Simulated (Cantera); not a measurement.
Charge: 1 mol CH₂F₂, 0.018 mol F₂, at 12.0 Pa.

Cantera equilibrium calculation (NASA polynomials, part measured and part estimated; ideal gas, pure solids and liquids). Candidate condensed phases: C, C₆H₆, C₇H₈, C₈H₁₈; 95 gas species. The numbers say what is thermodynamically allowed, not how fast it happens. All values below are at 2400 K.

Base state: HF 0.886, F 0.0638, H 0.0466, CF 0.00151, H₂ 0.00103, C₃ 0.000817, C 0.000331, CF₂ 0.000115 (mole fractions); condensed: C(graphite).

### Question
What changes in the equilibrium state with this change: 0.22 mol H₂ added?

### Answer
```json
[
 {"species": "HF", "before": "0.886", "after": "0.811"},
 {"species": "H", "before": "0.0466", "after": "0.158"},
 {"species": "F", "before": "0.0638", "after": "0.0172"},
 {"species": "H₂", "before": "0.00103", "after": "0.0119"},
 {"species": "CF₂", "before": "0.000115", "after": "8.39e-6"},
 {"species": "C₂H₂ (acetylene)", "before": "7.19e-6", "after": "8.27e-5"},
 {"species": "CF", "before": "0.00151", "after": "0.000408"},
 {"species": "C₂H", "before": "1.87e-5", "after": "6.34e-5"},
 {"species": "C", "before": "0.000331", "after": "0.000331"},
 {"species": "C(graphite), mol", "before": "0.990", "after": "0.991"}
]
```
